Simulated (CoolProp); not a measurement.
Vapour-liquid equilibrium of carbon dioxide (1) + R123 (2) at 234.9 K; x and y are mole fractions of (1).

Model: multi-fluid Helmholtz-energy mixture model, Span 1996 and Younglove 1994; pair parameters Bell 2016, in CoolProp.

```csv
x,"bubble pressure, mixture model (bar)","bubble pressure, Raoult's law (bar)","y, mixture model","y, Raoult's law"
0.05,0.4428,0.5735,0.912,0.934
0.2,1.588,2.174,0.978,0.985
0.35,2.827,3.774,0.989,0.993
0.5,4.306,5.374,0.994,0.996
0.65,6.072,6.974,0.997,0.998
0.8,8.055,8.574,0.999,0.999
0.95,10.07,10.17,1.000,1.000
```

The largest gap from Raoult's law is -27.0 % in bubble pressure, at x = 0.2. No azeotrope shows between x = 0.05 and 0.95.

Pair parameters are fitted to limited data, so mixtures are less certain than the pure fluids.
